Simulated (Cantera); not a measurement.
A closed system holds: 1 mol Ta2O5, 1.5 mol H2, equilibrated at 1777 °C and 133 Pa.

These are equilibrium values from Cantera (NASA tables, ideal gas, pure condensed phases), not measurements of a reactor. Candidate condensed phases: H2O, Ta, Ta2O5; 12 gas species. Mutual solubility and eutectic melting of coexisting phases are not modelled. Condensed phases not in the tables: N, O or C dissolved in the metal. Rates play no part.

Question: What is the equilibrium state?

Answer: 
```json
{
 "x(H2)": "0.936",
 "x(H)": "0.0601",
 "x(H2O)": "0.00212",
 "x(TaO2)": "0.00184",
 "x(TaO)": "0.000351",
 "x(OH)": "1.49e-5",
 "n(Ta(s))": "0.000427 mol",
 "n(Ta2O5(s))": "0.998 mol",
 "gas_amount": "1.550 mol"
}
```
